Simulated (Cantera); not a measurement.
Input: 1 mol toluene, 0.52 mol H2O, 22 mol N2, 1.8 mol H2, at 2125 °C and 24.0 mbar.

These are equilibrium values from Cantera (NASA tables, ideal gas, pure condensed phases), not measurements of a reactor. Candidate condensed phases: C, C6H6, C7H8, C8H18, H2O; 136 gas species. Rates play no part.

Base state: N2 0.735, H2 0.181, H 0.0432, HCN 0.0198, CO 0.0176, HNC 0.00205, C2H2 (acetylene) 0.00125, CN 0.000236 (mole fractions); condensed: C(graphite).

**Question.** What changes in the equilibrium state with this change: H2O from 0.52 to 5.6 mol?

**Answer.** 
```csv
species,before,after
N2,0.735,0.539
H2,0.181,0.247
CO,0.0176,0.140
H,0.0432,0.0505
HCN,0.0198,0.0198
C2H2 (acetylene),0.00125,0.00171
C2N2,3.02e-5,2.21e-5
"C(graphite), mol",5.75,0.376
```

**Question.** What changes in the equilibrium state with this change: H2 from 1.8 to 5.3 mol?

**Answer.** 
```csv
species,before,after
N2,0.735,0.650
H2,0.181,0.256
H,0.0432,0.0515
CO,0.0176,0.0157
HCN,0.0198,0.0221
C2H2 (acetylene),0.00125,0.00177
C2H,1.71e-5,2.04e-5
C2N2,3.02e-5,2.67e-5
"C(graphite), mol",5.75,5.54
```
